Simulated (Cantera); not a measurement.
HI + O2 + H2 + H2O (abatement and gas-phase synthesis)

Feed: 1 mol HI, 2.3 mol O2, 2.5 mol H2, 0.032 mol H2O, at 0.100 bar.

Method: chemical equilibrium by Gibbs-energy minimisation in Cantera with the NASA 1993 tables (ideal gas, pure condensed phases). Candidate condensed phases: H2O, I2; 12 gas species. Equilibrium is a limit: real reactors are often held back by kinetics, nucleation or transport.

| T (K) | x H2O | x H | x O | x I | x O2 | x OH | x H2 | x HI |
|---|---|---|---|---|---|---|---|---|
| 2075 | 0.615 | 0.000413 | 0.00149 | 0.204 | 0.163 | 0.0121 | 0.00240 | 0.00158 |
| 2225 | 0.601 | 0.00163 | 0.00400 | 0.203 | 0.160 | 0.0224 | 0.00632 | 0.00182 |
| 2375 | 0.575 | 0.00536 | 0.00947 | 0.200 | 0.156 | 0.0380 | 0.0145 | 0.00202 |
| 2525 | 0.529 | 0.0151 | 0.0201 | 0.194 | 0.151 | 0.0589 | 0.0289 | 0.00214 |
| 2675 | 0.458 | 0.0366 | 0.0390 | 0.186 | 0.145 | 0.0836 | 0.0501 | 0.00214 |
| 2825 | 0.362 | 0.0771 | 0.0696 | 0.173 | 0.135 | 0.107 | 0.0746 | 0.00197 |
| 2975 | 0.250 | 0.141 | 0.114 | 0.156 | 0.121 | 0.123 | 0.0937 | 0.00165 |
| 3125 | 0.146 | 0.226 | 0.171 | 0.137 | 0.0999 | 0.122 | 0.0977 | 0.00125 |
| 3275 | 0.0696 | 0.315 | 0.232 | 0.119 | 0.0747 | 0.105 | 0.0843 | 0.000863 |
x: gas mole fraction; nothing condenses.

From 2075 K to 3275 K nothing is condensed.
